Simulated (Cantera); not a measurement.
Cantera run:

```python
import numpy as np
import cantera as ct

gas_names = """
    F F2 H HF H2 H2F2 H3F3 H4F4 H5F5 H6F6 H7F7 N NF NF2 NF3 NH NH2 NH3 N2 N2H2 N2H4 Si SiF SiF2 SiF3
    SiF4 SiH SiHF3 SiH2 SiH2F2 SiH3 SiH3F SiH4 SiN Si2 Si2N Si3
""".split()
cond_names = """
    Si(cr) Si(L) Si3N4(a)
""".split()


# ... load() reads the species with a 1 bar reference pressure and builds the phases ...
atoms = {
    'Si': {'Si': 1},
    'NF3': {'N': 1, 'F': 3},
    'H2': {'H': 2},
}
top_T = {'Si3N4(a)': 2400}  # K; cautious upper limits of use, not melting points


# ... equilibrate(T, P, feed) seeds the gas with the atoms and calls Mixture.equilibrate('TP', solver="vcs", rtol=1e-11, max_steps=5000) ...
results = []
feed = {'Si': 1, 'NF3': 1.7, 'H2': 0.31}  # mol
P = 100000  # Pa
for T in [798, 898, 998, 1098, 1198, 1298, 1398, 1498, 1598, 1698]:
    mix = equilibrate(T, P, feed)
    results.append((T, P, feed, dict(zip(mix.species_names, mix.species_moles))))
    x = sorted(zip(gas.X, gas.species_names), reverse=True)
    print(f"T = {T:g} K  P = {P:g} Pa  gas = {mix.phase_moles(0):.4g} mol")
    print("   x: " + "  ".join(f"{s} {v:.3e}" for v, s in x if v > 1e-06))
    print("   condensed (mol): " + ("  ".join(f"{mix.phase(i).name} {mix.phase_moles(i):.4g}"
          for i in range(1, mix.n_phases) if mix.phase_moles(i) > 1e-12) or "none"))
```

Result:

```
T = 798 K  P = 100000 Pa  gas = 2.595 mol
   x: SiF4 3.854e-01  N2 3.051e-01  HF 2.389e-01  NF3 4.494e-02  F2 2.444e-02  F 1.260e-03  H2F2 5.499e-06
   condensed (mol): none
T = 898 K  P = 100000 Pa  gas = 2.671 mol
   x: SiF4 3.745e-01  N2 3.090e-01  HF 2.322e-01  F2 5.810e-02  NF3 1.862e-02  F 7.688e-03  H2F2 3.163e-06
   condensed (mol): none
T = 998 K  P = 100000 Pa  gas = 2.733 mol
   x: SiF4 3.659e-01  N2 3.089e-01  HF 2.269e-01  F2 6.886e-02  F 2.524e-02  NF3 4.224e-03  H2F2 2.040e-06  NF2 1.550e-06
   condensed (mol): none
T = 1098 K  P = 100000 Pa  gas = 2.787 mol
   x: SiF4 3.588e-01  N2 3.046e-01  HF 2.225e-01  F2 5.665e-02  F 5.664e-02  NF3 7.625e-04  NF2 1.853e-06  H2F2 1.430e-06
   condensed (mol): none
T = 1198 K  P = 100000 Pa  gas = 2.847 mol
   x: SiF4 3.513e-01  N2 2.985e-01  HF 2.178e-01  F 9.625e-02  F2 3.600e-02  NF3 1.188e-04  NF2 1.604e-06  H2F2 1.058e-06
   condensed (mol): none
T = 1298 K  P = 100000 Pa  gas = 2.898 mol
   x: SiF4 3.451e-01  N2 2.933e-01  HF 2.140e-01  F 1.295e-01  F2 1.805e-02  NF3 1.566e-05  NF2 1.045e-06
   condensed (mol): none
T = 1398 K  P = 100000 Pa  gas = 2.927 mol
   x: SiF4 3.416e-01  N2 2.904e-01  HF 2.118e-01  F 1.483e-01  F2 7.851e-03  NF3 1.937e-06
   condensed (mol): none
T = 1498 K  P = 100000 Pa  gas = 2.94 mol
   x: SiF4 3.401e-01  N2 2.891e-01  HF 2.109e-01  F 1.565e-01  F2 3.357e-03
   condensed (mol): none
T = 1598 K  P = 100000 Pa  gas = 2.946 mol
   x: SiF4 3.395e-01  N2 2.886e-01  HF 2.105e-01  F 1.599e-01  F2 1.512e-03
   condensed (mol): none
T = 1698 K  P = 100000 Pa  gas = 2.948 mol
   x: SiF4 3.392e-01  N2 2.883e-01  HF 2.103e-01  F 1.614e-01  F2 7.326e-04
   condensed (mol): none
```

Cantera equilibrium calculation (NASA polynomials, part measured and part estimated; ideal gas, pure solids and liquids).
